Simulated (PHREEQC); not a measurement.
NaOH is added in steps, without added water, to 1 kg of water holding 0.00023 mol/kgw PbCl2 and 0.00015 mol/kgw Cu(NO3)2, at 25 °C. Oxygen is held at 0.21 atm. No CO2 enters from the air. Nothing may precipitate in this run.

Base run: PHREEQC, ion-association model, wateq4f.dat. Each further column changes one thing. The table gives Pb+2 (mol/kgw).

| NaOH added (mol) | base | all activity coefficients set to 1 | Debye-Hückel limiting law | metal-ligand complexes left out |
|---|---|---|---|---|
| 0 | 0.000224 | … | 0.000224 | 0.000229 |
| 0.0001812 | 0.000199 | 0.000198 | 0.000199 | 0.000202 |
| 0.0004531 | 8.54e-5 | 8.45e-5 | 8.54e-5 | 8.69e-5 |
| 0.0006344 | 1.46e-6 | 1.35e-6 | 1.47e-6 | 1.46e-6 |
| 0.0009063 | 6.17e-8 | … | 6.21e-8 | 6.17e-8 |
| 0.001087 | 2.42e-8 | 2.02e-8 | 2.44e-8 | 2.42e-8 |
| 0.001359 | 8.15e-9 | … | 8.24e-9 | 8.15e-9 |
| 0.001541 | 4.50e-9 | 3.48e-9 | 4.55e-9 | 4.50e-9 |
| 0.001813 | 2.13e-9 | 1.61e-9 | 2.16e-9 | 2.13e-9 |
| 0.001994 | 1.39e-9 | 1.04e-9 | 1.41e-9 | 1.39e-9 |
| 0.002266 | 7.95e-10 | 5.83e-10 | 8.09e-10 | 7.95e-10 |
| 0.002447 | 5.72e-10 | 4.16e-10 | 5.83e-10 | 5.72e-10 |
| 0.002719 | 3.67e-10 | 2.63e-10 | 3.75e-10 | 3.67e-10 |
| 0.0029 | 2.80e-10 | 2.00e-10 | 2.87e-10 | 2.80e-10 |

Task: Some entries are withheld; supply them.

Result: 
- 0, all activity coefficients set to 1: 0.000223
- 0.0009063, all activity coefficients set to 1: 5.37e-8
- 0.001359, all activity coefficients set to 1: 6.47e-9

In at least one series the solution becomes supersaturated in solids that the run did not let form, among them Cu(OH)2, Atacamite, Litharge. The database's constant for dissolved Cu(OH)2 is higher than later reviews accept.
